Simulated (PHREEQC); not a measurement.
Make-up at 20 °C: 0.002 mol/kgw H2SO4 and 7.6e-07 mol/kgw H4SiO4. Closed to the air; pH follows from the charge balance.

Computed with PHREEQC (ion-association model, wateq4f.dat).

```
quantity                    before    after
------------------------  --------  -------
pH                            2.47     1.86
ionic strength (mol/kgw)   0.00524   0.0211
SO4-2 (mol/kgw)            0.00162  0.00555
HSO4- (mol/kgw)           0.000381  0.00445
SI of Quartz (SiO2)          -2.06    -2.06
```

Problem. Which change was made?
(A) H2SO4 from 0.002 to 0.01 mol/kgw
(B) H2SO4 replaced by Cs2SO4 at the same molality
(C) H4SiO4 from 7.6e-07 to 1.52e-07 mol/kgw
(D) temperature from 20 to 50 °C
(E) temperature from 20 to 25 °C

Solution. A, H2SO4 from 0.002 to 0.01 mol/kgw

Precipitation was switched off in this run.
